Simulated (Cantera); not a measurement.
An isothermal, constant-pressure homogeneous reactor starts with CH₄ : N₂ = 1 : 8.4 (molar parts), at 1650 K and 0.000830 bar.

Computed with Cantera and GRI-Mech 3.0 (53 species, 325 reactions). GRI-Mech 3.0 stops at C3 and has no aromatics, soot or wall deposition, so with more carbon than oxygen in the feed, carbon stays in small species such as C2H2 where larger ones or solid carbon would form. Radical loss at walls, strong at low pressure, is not modelled.

x: mole fraction; the columns are a selection and need not sum to one.

```tsv
t (s)	x CH₄	x H₂	x C₂H₂	x C₂H₄	x C₂H	x H
6.00e-6	0.106	2.40e-11	<1e-12	<1e-12	<1e-12	3.14e-9
2.10e-5	0.106	2.91e-10	<1e-12	<1e-12	<1e-12	1.08e-8
7.33e-5	0.106	3.40e-9	<1e-12	<1e-12	<1e-12	3.53e-8
0.000256	0.106	3.59e-8	<1e-12	<1e-12	<1e-12	9.95e-8
0.000896	0.106	2.87e-7	<1e-12	<1e-12	<1e-12	1.87e-7
0.00313	0.106	1.45e-6	<1e-12	1.79e-11	<1e-12	2.08e-7
0.0110	0.106	5.58e-6	2.49e-12	1.31e-9	<1e-12	2.08e-7
0.0383	0.106	[?]	4.64e-10	[?]	<1e-12	2.12e-7
0.134	0.106	7.64e-5	7.47e-8	2.91e-6	<1e-12	2.66e-7
0.468	0.106	0.000514	1.17e-5	0.000117	8.73e-11	9.75e-7
1.64	[?]	[?]	[?]	[?]	[?]	[?]
5.72	0.0417	0.0857	0.0276	0.00119	1.53e-7	0.000109
20.0	0.00949	0.131	0.0436	6.93e-5	3.24e-7	0.000223
```

Task: What belongs in the gaps?

Result: 
- 0.0383, x H₂: 2.01e-5
- 0.0383, x C₂H₄: 6.59e-8
- 1.64, x CH₄: 0.0952
- 1.64, x H₂: 0.0114
- 1.64, x C₂H₂: 0.00171
- 1.64, x C₂H₄: 0.00280
- 1.64, x C₂H: 9.58e-9
- 1.64, x H: 1.47e-5
